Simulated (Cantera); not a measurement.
SiHCl3 + N2 (silicon nitride deposition)

Feed: 1 mol SiHCl3, 3.3 mol N2, held at 1298.15 K and 66000 Pa.

Method: chemical equilibrium by Gibbs-energy minimisation in Cantera with the NASA 1993 tables (ideal gas, pure condensed phases). Candidate condensed phases: NH4Cl, Si, Si3N4; 28 gas species. N2 is the only nitrogen source here; it is nearly inert below about 1500 K, so the nitride shown seldom forms there in practice. The tables' values for SiCl3 are old estimates; treat these amounts as uncertain. The numbers say what is thermodynamically allowed, not how fast it happens.

```yaml
x(N2): 0.677
x(HCl): 0.166
x(SiCl4): 0.124
x(H2): 0.0290
x(SiCl3): 0.00234
x(SiHCl3): 0.000984
x(SiCl2): 0.000262
x(SiH2Cl2): 1.10e-6
x(Cl): 1.09e-6
n(Si3N4(s)): 0.143 mol
gas_amount: 4.450 mol
log10 activity of Si(s) (absent): -3.98
```
